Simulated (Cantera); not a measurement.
**Stirred combustor or abatement burner**

A perfectly stirred reactor is fed with C₃H₈ : O₂ : N₂ = 1 : 2.94 : 11.1 (molar parts), equivalence ratio 1.7, at 17.0 bar; it is adiabatic with a 625 K inlet, and is followed from long to short residence time, starting on the burning branch (τ in s: 0.23, 0.079, 0.027, 0.0089, 0.003, 0.001, 0.00034, 0.00011, 3.8e-05, 1.3e-05, 4.3e-06).

Cantera simulation using GRI-Mech 3.0 (53 species, 325 reactions); the numbers are that mechanism's predictions, not measurements. GRI-Mech 3.0 was tuned for natural gas; its chemistry of propane as a main component is partial and can be far from experiment. The pressure lies above the range GRI-Mech 3.0 was tuned for (to about 10 atm).

```json
[
 {"τ (s)": "0.23", "T (K)": "2071", "x C₃H₈": "5.74e-8", "x O₂": "1.12e-5", "x C₂H": "9.90e-9", "x CH₂O": "4.30e-7", "x O": "5.38e-8"},
 {"τ (s)": "0.079", "T (K)": "2073", "x C₃H₈": "1.63e-7", "x O₂": "3.14e-5", "x C₂H": "3.08e-8", "x CH₂O": "9.68e-7", "x O": "7.07e-8"},
 {"τ (s)": "0.027", "T (K)": "2079", "x C₃H₈": "4.60e-7", "x O₂": "8.70e-5", "x C₂H": "9.11e-8", "x CH₂O": "2.20e-6", "x O": "1.14e-7"},
 {"τ (s)": "0.0089", "T (K)": "2086", "x C₃H₈": "1.32e-6", "x O₂": "0.000241", "x C₂H": "2.41e-7", "x CH₂O": "5.02e-6", "x O": "2.25e-7"},
 {"τ (s)": "0.0030", "T (K)": "2092", "x C₃H₈": "3.68e-6", "x O₂": "0.000631", "x C₂H": "5.29e-7", "x CH₂O": "1.11e-5", "x O": "4.98e-7"},
 {"τ (s)": "0.0010", "T (K)": "2091", "x C₃H₈": "1.05e-5", "x O₂": "0.00158", "x C₂H": "9.98e-7", "x CH₂O": "2.42e-5", "x O": "1.20e-6"},
 {"τ (s)": "0.00034", "T (K)": "2074", "x C₃H₈": "3.04e-5", "x O₂": "0.00370", "x C₂H": "1.59e-6", "x CH₂O": "5.11e-5", "x O": "2.96e-6"},
 {"τ (s)": "0.00011", "T (K)": "2022", "x C₃H₈": "0.000104", "x O₂": "0.00889", "x C₂H": "2.01e-6", "x CH₂O": "0.000116", "x O": "7.73e-6"},
 {"τ (s)": "3.8e-5", "T (K)": "1858", "x C₃H₈": "0.000614", "x O₂": "0.0254", "x C₂H": "9.44e-7", "x CH₂O": "0.000427", "x O": "1.84e-5"},
 {"τ (s)": "1.3e-5", "T (K)": "625", "x C₃H₈": "0.0665", "x O₂": "0.195", "x C₂H": "<1e-12", "x CH₂O": "<1e-12", "x O": "<1e-12"},
 {"τ (s)": "4.3e-6", "T (K)": "625", "x C₃H₈": "0.0665", "x O₂": "0.195", "x C₂H": "<1e-12", "x CH₂O": "<1e-12", "x O": "<1e-12"}
]
```
x: mole fraction; the columns are a selection and need not sum to one.
